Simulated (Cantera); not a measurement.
Diamond growth

A diamond (100) surface in a fixed gas of H2 with x(CH4) = 0.015, x(H) = 0.00085, x(CH3) = 4.6e-05, at 1175 K; coverages are run to steady state.

Cantera simulation using the Harris–Goodwin 1993 mechanism for the reconstructed diamond (100) surface; the numbers are that mechanism's predictions, not measurements.

```tsv
P (Pa)	growth (µm/h)	θ c6HH	θ c6H*	θ c6*H	θ c6**	θ c6HM
430	0.0100	0.480	0.0345	0.465	0.0200	0.000114
700	0.0181	0.480	0.0345	0.465	0.0200	0.000187
1100	0.0321	0.480	0.0345	0.465	0.0200	0.000292
1800	0.0623	0.480	0.0345	0.465	0.0200	0.000473
2900	0.123	0.479	0.0345	0.464	0.0200	0.000747
4700	0.257	0.479	0.0345	0.464	0.0200	0.00117
7600	0.552	0.479	0.0345	0.464	0.0200	0.00180
12000	1.16	0.478	0.0344	0.463	0.0199	0.00263
```
θ: site fractions in the mechanism's names (c6HH fully hydrogenated, c6H* and c6*H radical sites, c6** diradical, c6HM methylated).
